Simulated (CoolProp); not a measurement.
Properties of cis-2-butene at several states (Tc = 162.6 °C, pc = 4.236 MPa, ω = 0.202).

Values from CoolProp's reference Helmholtz-energy equation of state, Lemmon 2005. It is a short technical equation, of lower accuracy than the large ones.

| T (°C) | p (MPa) | phase | density (kg/m³) | cp (kJ/(kg K)) | speed of sound (m/s) | expansivity (1/kK) |
|---|---|---|---|---|---|---|
| -42.35 | 0.173 | liquid | 690.1 | 2.028 | 1354 | 1.520 |
| 230.85 | 0.386 | gas | 5.273 | 2.239 | 278.2 | 2.121 |
| 144.35 | 2.54 | gas | 59.81 | 2.661 | 187.9 | 8.352 |
| -8.55 | 19.9 | liquid | 672.7 | 2.066 | 1307 | 1.408 |
| -22.65 | 20.3 | liquid | 686.3 | 2.033 | 1378 | 1.370 |
